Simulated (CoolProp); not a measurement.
Vapour-liquid equilibrium of isopentane (1) + R365MFC (2) at 1.2 MPa; x and y are mole fractions of (1).

The numbers come from the multi-fluid Helmholtz-energy mixture model, Lemmon 2006 and Lemmon 2016; pair parameters Bell 2016 in CoolProp.

| x | bubble temperature, mixture model (°C) | bubble temperature, Raoult's law (°C) | y, mixture model | y, Raoult's law |
|---|---|---|---|---|
| 0.05 | 128.8 | 132.0 | 0.096 | 0.057 |
| 0.2 | 121.3 | 131.0 | 0.306 | 0.223 |
| 0.35 | 117.2 | 129.9 | 0.441 | 0.382 |
| 0.5 | 115.3 | 128.8 | 0.540 | 0.535 |
| 0.65 | 115.1 | 127.7 | 0.630 | 0.682 |
| 0.8 | 116.7 | 126.7 | 0.738 | 0.822 |
| 0.95 | 121.9 | 125.6 | 0.911 | 0.957 |

The largest gap from Raoult's law is -13.5 K in bubble temperature, at x = 0.5. y crosses x between x = 0.5 and 0.65: the model has an azeotrope there.

The pair parameters rest on a limited set of measurements; away from them the model extrapolates.
